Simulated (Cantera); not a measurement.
Cantera with NASA thermochemical tables; ideal gases at 1 bar, condensed phases pure. Values are per mole of reaction as written; species without (g) are pure solids or liquids, kept so even where they would boil at 1 bar.

a) 2 Cs + Cl2(g) = 2 CsCl
b) 2 Na + Cl2(g) = 2 NaCl(g)
c) Ca + Cl2(g) = CaCl2
d) Pb + Cl2(g) = PbCl2(g)

Problem. Order these by ΔG° at 1250 K, most negative first.

Solution. a (-666 kJ), c (-609 kJ), b (-499 kJ), d (-199 kJ)
